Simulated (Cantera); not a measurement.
An adiabatic, constant-volume homogeneous reactor starts with 1.42 % C3H8, 18.2 % O2, 68.6 % N2, 11.8 % H2O, equivalence ratio 0.39, at 1325 K and 4.50 bar.

Model: GRI-Mech 3.0 (53 species, 325 reactions), integrated in Cantera. GRI-Mech 3.0 was tuned for natural gas; its chemistry of propane as a main component is partial and can be far from experiment.

One state of this run: T (K) = 2235; P (bar) = 7.71; x C3H8 = <1e-12; x O2 = 0.108; x H2O = 0.170; x CH2O = <1e-12; x H = 4.06e-5. x: mole fraction; the columns are a selection and need not sum to one.

Which value of t (s) does it belong to?
(A) 4.00e-5
(B) 0.00126
(C) 1.26e-5
(D) 4.00e-6

B, 0.00126
